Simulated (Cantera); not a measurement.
Reactions in the system H-Nb-O

Cantera with NASA thermochemical tables; ideal gases at 1 bar, condensed phases pure. Values are per mole of reaction as written; species without (g) are pure solids or liquids, kept so even where they would boil at 1 bar.

NbO₂(g) + H₂(g) ⇌ Nb + H₂O₂(g)

| T (K) | ΔH° (kJ) | ΔS° (J/K) | ΔG° (kJ) | log10 K | condensed phases |
|---|---|---|---|---|---|
| 2050 | 73.9 | -128.1 | 336.5 | -8.57 | Nb(s) |
| 2200 | 76.5 | -126.9 | 355.6 | -8.44 | Nb(s) |
| 2350 | 79.3 | -125.6 | 374.5 | -8.32 | Nb(s) |
| 2500 | 82.4 | -124.4 | 393.3 | -8.22 | Nb(s) |
| 2650 | 85.9 | -123.0 | 411.8 | -8.12 | Nb(s) |
| 2800 | 116.2 | -111.9 | 429.7 | -8.02 | Nb(l) |
| 2950 | 118.8 | -111.1 | 446.4 | -7.90 | Nb(l) |
